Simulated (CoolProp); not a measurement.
Propylene along the isotherm -26.35 °C: fugacity coefficient from the reference equation and from simpler models built on Tc = 91.1 °C, pc = 4555 kPa, ω = 0.146; each cubic takes its own stable root.

Computed with CoolProp (reference Helmholtz-energy equation of state, Lemmon 2013).

```tsv
p (kPa)	phase	reference
854	liquid	0.2726
1710	liquid	0.1403
2560	liquid	0.09653
3420	liquid	0.07446
4270	liquid	0.06143
5120	liquid	0.05277
5980	liquid	0.04655
6830	liquid	0.04198
```

Question: How far does each simpler model (van der Waals, Soave-Redlich-Kwong, Peng-Robinson) lie from the reference over these 8 states: mean and median of the absolute difference, and the worst?

Answer: 
- van der Waals: mean 209.7 %, median 209.6 %, worst +227.8 % at -26.35 °C and 6830 kPa
- Soave-Redlich-Kwong: mean 1.3 %, median 1.3 %, worst +1.9 % at -26.35 °C and 6830 kPa
- Peng-Robinson: mean 0.4 %, median 0.4 %, worst -1.0 % at -26.35 °C and 6830 kPa
